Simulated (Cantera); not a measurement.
**Low-pressure radical oxidation in H2/O2**

An isothermal, constant-pressure homogeneous reactor starts with H2 : O2 : N2 = 0.41 : 1 : 0.042 (molar parts), equivalence ratio 0.20, at 1425 K and 0.0263 atm.

Detailed kinetics in Cantera: GRI-Mech 3.0 (53 species, 325 reactions). Radical loss at walls, strong at low pressure, is not modelled. The temperature is held fixed by assumption; the heat of reaction is taken as removed at once.

```json
[
 {"t (s)": "0.000200", "x H2": "0.223", "x O2": "0.656", "x OH": "0.0104", "x O": "0.0142", "x H2O": "0.0408"},
 {"t (s)": "0.000632", "x H2": "0.0186", "x O2": "0.533", "x OH": "0.0225", "x O": "0.0965", "x H2O": "0.212"},
 {"t (s)": "0.00200", "x H2": "0.0154", "x O2": "0.558", "x OH": "0.0210", "x O": "0.0737", "x H2O": "0.242"},
 {"t (s)": "0.00632", "x H2": "0.00709", "x O2": "0.605", "x OH": "0.0147", "x O": "0.0301", "x H2O": "0.295"},
 {"t (s)": "0.0200", "x H2": "0.000973", "x O2": "0.632", "x OH": "0.00556", "x O": "0.00394", "x H2O": "0.323"},
 {"t (s)": "0.0632", "x H2": "9.87e-5", "x O2": "0.636", "x OH": "0.00178", "x O": "0.000399", "x H2O": "0.328"},
 {"t (s)": "0.200", "x H2": "1.52e-5", "x O2": "0.637", "x OH": "0.000703", "x O": "6.18e-5", "x H2O": "0.328"},
 {"t (s)": "0.632", "x H2": "3.54e-6", "x O2": "0.637", "x OH": "0.000340", "x O": "1.45e-5", "x H2O": "0.329"},
 {"t (s)": "2.00", "x H2": "1.74e-6", "x O2": "0.637", "x OH": "0.000239", "x O": "7.13e-6", "x H2O": "0.329"},
 {"t (s)": "6.32", "x H2": "1.67e-6", "x O2": "0.637", "x OH": "0.000234", "x O": "6.83e-6", "x H2O": "0.329"},
 {"t (s)": "20.0", "x H2": "1.67e-6", "x O2": "0.637", "x OH": "0.000234", "x O": "6.83e-6", "x H2O": "0.329"}
]
```
x: mole fraction; the columns are a selection and need not sum to one.

Equilibrium at this temperature and pressure: H2 1.67e-6, O2 0.637, OH 0.000234, O 6.83e-6, H2O 0.329 (gas phase only).
